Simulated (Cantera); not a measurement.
A Cantera script and what it prints.

```python
import numpy as np
import cantera as ct

gas_names = """
    C CN CO CO2 C2 CCN CNC C2N2 C2O C3 C3O2 C4 C4N2 C5 Cu CuO Cu2 N NCO NO NO2 NO3 N2 N2O O O2 O3
""".split()
cond_names = """
    C(gr) Cu(cr) Cu(L) CuO(s) Cu2O(s) Cu2O(L)
""".split()


def load(file, names, dense=False):
    # The tables refer to 1 bar. Condensed volumes are neglected.
    table = {s.name: s for s in ct.Species.list_from_file(file)}
    out = []
    for n in names:
        d = dict(table[n].input_data)
        d["thermo"] = dict(d["thermo"], **{"reference-pressure": 1e5})
        if dense:
            d["equation-of-state"] = {"model": "constant-volume", "density": "1e6 g/cm^3"}
        out.append(ct.Species.from_dict(d))
    return out


gas = ct.Solution(thermo="ideal-gas", species=load("nasa_gas.yaml", gas_names))
cond = {s.name: ct.Solution(thermo="fixed-stoichiometry", species=[s], name=s.name)
        for s in load("nasa_condensed.yaml", cond_names, dense=True)}
atoms = {
    'CuO': {'Cu': 1, 'O': 1},
    'CO': {'C': 1, 'O': 1},
    'N2': {'N': 2},
}
top_T = {'C(gr)': 4500, 'CuO(s)': 1390}  # K; cautious upper limits of use, not melting points


def equilibrate(T, P, feed):
    n = {}
    for name, mol in feed.items():
        for a, k in atoms[name].items():
            n[a] = n.get(a, 0.0) + k * mol
    gas.TPX = T, P, n
    mass = sum(n.values()) * gas.mean_molecular_weight
    gas.equilibrate("TP")
    valid = [c for c in cond.values() if c.min_temp <= T <= top_T.get(c.name, c.max_temp)]
    mix = ct.Mixture([(gas, mass / gas.mean_molecular_weight)] + [(c, 0.0) for c in valid])
    mix.T, mix.P = T, P
    mix.equilibrate("TP", solver="vcs", rtol=1e-11, max_steps=5000)
    return mix


results = []
feed = {'CuO': 1, 'CO': 1.2, 'N2': 2.3}  # mol
T = 2448  # K
P = 62000  # Pa
mix = equilibrate(T, P, feed)
results.append((T, P, feed, dict(zip(mix.species_names, mix.species_moles))))
x = sorted(zip(gas.X, gas.species_names), reverse=True)
print(f"T = {T:g} K  P = {P:g} Pa  gas = {mix.phase_moles(0):.4g} mol")
print("   x: " + "  ".join(f"{s} {v:.3e}" for v, s in x if v > 0.0001))
print("   condensed (mol): " + ("  ".join(f"{mix.phase(i).name} {mix.phase_moles(i):.4g}"
      for i in range(1, mix.n_phases) if mix.phase_moles(i) > 1e-12) or "none"))
```

Result:

```
T = 2448 K  P = 62000 Pa  gas = 4.489 mol
   x: N2 5.105e-01  Cu 2.034e-01  CO2 1.969e-01  CO 7.034e-02  O2 9.786e-03  NO 3.639e-03  Cu2 2.822e-03  O 1.401e-03  CuO 1.182e-03
   condensed (mol): Cu(L) 0.05626
```

Cantera equilibrium calculation (NASA polynomials, part measured and part estimated; ideal gas, pure solids and liquids).
